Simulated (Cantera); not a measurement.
Input: 1 mol CaCl2, 6.2 mol H2, held at 1548 K.

Method: chemical equilibrium by Gibbs-energy minimisation in Cantera with the NASA 1993 tables (ideal gas, pure condensed phases). Candidate condensed phases: Ca, CaCl2; 9 gas species. Equilibrium is a limit: real reactors are often held back by kinetics, nucleation or transport.

Problem. What share of the Ca ends up in condensed phases as a function of P (Pa), at 0.100, 0.560, 3.20, 18, 100, 560, 3200, 18000, 100000?

Solution. 
```tsv
P (Pa)	Ca condensed (%)	as
0.100	0.0	-
0.560	0.0	-
3.20	0.0	-
18	0.0	-
100	0.0	-
560	0.0	-
3200	34.5	CaCl2(l)
18000	89.2	CaCl2(l)
100000	98.1	CaCl2(l)
```
